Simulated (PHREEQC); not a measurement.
PHREEQC input (ion-association model, wateq4f.dat):

```
SOLUTION 1
  temp 25
  units mol/kgw
  pH 7 charge
  Cl 0.015
  Li 0.015
END
SELECTED_OUTPUT 1
  -reset false
  -pH true
  -pe true
  -ionic_strength true
  -water true
  -totals C Ca Cl F Li C(-4) C(4)
  -molalities H+ CO3-2 Ca+2 Cl- F- Li+ CO2 HCO3- CaOH+ CaHCO3+
    CaCO3 O2 OH- CaF+ HF HF2- H2F2
  -equilibrium_phases Fluorite Aragonite Portlandite
PRINT
  -reset false
USE solution 1
EQUILIBRIUM_PHASES 1
  Fluorite 0 0.1
  Aragonite 0 0
  Portlandite 0 0
  O2(g) -0.68 10
  CO2(g) -5 10
END
# ... the last block is repeated for the other 10 points of log pCO2 (atm)
```

Selected output (columns that matter, 11 of 11 rows; log pCO2 (atm) added in front):

```
log pCO2 (atm)	pH	mu	C	Ca	F	m_H+	m_Ca+2	m_F-	m_CO2	m_OH-	m_HF	Fluorite
-5	6.489	0.015709	8.6669e-07	0.0002366	0.00047319	3.6109e-07	0.000236	0.0004724	3.3923e-07	3.5086e-08	2.013e-07	0.099763
-4.5	6.2485	0.015709	2.0314e-06	0.00023665	0.00047329	6.282e-07	0.00023605	0.00047235	1.0727e-06	2.0168e-08	3.5018e-07	0.099763
-4	6.0016	0.01571	5.1092e-06	0.00023674	0.00047348	1.1092e-06	0.00023614	0.00047226	3.3923e-06	1.1422e-08	6.1817e-07	0.099763
-3.5	5.7526	0.015711	1.3787e-05	0.0002369	0.0004738	1.968e-06	0.0002363	0.00047211	1.0727e-05	6.4377e-09	1.0965e-06	0.099763
-3	5.5029	0.015714	3.9367e-05	0.00023719	0.00047438	3.4975e-06	0.00023659	0.00047183	3.3923e-05	3.6225e-09	1.9474e-06	0.099763
-2.5	5.2529	0.015718	0.00011696	0.00023771	0.00047541	6.2193e-06	0.00023709	0.00047135	0.00010727	2.0372e-09	3.4593e-06	0.099762
-2	5.0028	0.015726	0.00035644	0.00023862	0.00047725	1.1063e-05	0.000238	0.00047049	0.00033922	1.1453e-09	6.1418e-06	0.099761
-1.5	4.7526	0.015739	0.0011033	0.00024025	0.00048051	1.9684e-05	0.0002396	0.00046898	0.0010727	6.4373e-10	1.0892e-05	0.09976
-1	4.5021	0.015763	0.0034466	0.00024314	0.00048628	3.5042e-05	0.00024244	0.00046633	0.0033922	3.6164e-10	1.9278e-05	0.099757
-0.5	4.2514	0.015806	0.010824	0.00024825	0.0004965	6.243e-05	0.00024746	0.00046177	0.010727	2.0302e-10	3.4e-05	0.099752
0	4.0001	0.015881	0.034092	0.00025726	0.00051452	0.00011136	0.0002563	0.00045407	0.033921	1.1382e-10	5.9608e-05	0.099743
```

Complexes and solids missing from the database can't appear.
